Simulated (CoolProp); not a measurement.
C3F8 (R218) along the isotherm 274.6 K: density (kg/m³) from the reference equation and from simpler models built on Tc = 345.0 K, pc = 2640 kPa, ω = 0.317; each cubic takes its own stable root.

The numbers come from the reference Helmholtz-energy equation of state, Lemmon 2006 in CoolProp. It is a short technical equation, of lower accuracy than the large ones.

```tsv
p (kPa)	phase	reference	van der Waals	Peng-Robinson
1020	liquid	1453	897.3	1538
2030	liquid	1462	925.1	1554
3050	liquid	1471	947.2	1569
4060	liquid	1479	965.3	1583
5080	liquid	1487	980.9	1596
6090	liquid	1494	994.5	1608
7110	liquid	1501	1007	1620
8120	liquid	1507	1018	1630
9140	liquid	1514	1028	1641
10200	liquid	1520	1037	1651
11200	liquid	1526	1045	1660
12200	liquid	1531	1053	1668
13200	liquid	1537	1060	1676
```
